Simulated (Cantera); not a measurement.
# Thermodynamics of fluorocarbon and chlorocarbon gases, feed C₂F₆ + F₂ + H₂

Input: 1 mol C₂F₆, 1 mol F₂, 5.1 mol H₂, equilibrated at 2900 K and 1.00 bar.

These are equilibrium values from Cantera (NASA tables, ideal gas, pure condensed phases), not measurements of a reactor. Candidate condensed phases: C, C₆H₆, C₇H₈, C₈H₁₈; 95 gas species. The feed counts by its element totals alone. Equilibrium is a limit: real reactors are often held back by kinetics, nucleation or transport.

```yaml
x(HF): 0.861
x(H₂): 0.0969
x(H): 0.0358
x(C₂H₂ (acetylene)): 0.00446
x(F): 0.00163
x(C₂H): 0.000244
x(CF): 0.000152
x(C₃): 0.000103
x(C₄H₂): 8.57e-5
n(C(graphite)): 1.90 mol
gas_amount: 9.277 mol
```
